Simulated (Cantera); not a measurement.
# Ignition delay

Mixture: CH4 : O2 : N2 = 1 : 1.33 : 7.73 (molar parts), equivalence ratio 1.5, at 1.20 bar, adiabatic and at constant pressure. Ignition delay is the time to a rise of 400 K.

Computed with Cantera and GRI-Mech 3.0 (53 species, 325 reactions).

| T0 (K) | delay (ms) |
|---|---|
| 1450 | 3.10 |
| 1525 | 1.37 |
| 1600 | 0.652 |
| 1675 | 0.338 |
| 1750 | 0.189 |

| Property | Value |
|---|---|
| apparent activation energy between 1600 and 1750 K | 190 kJ/mol |
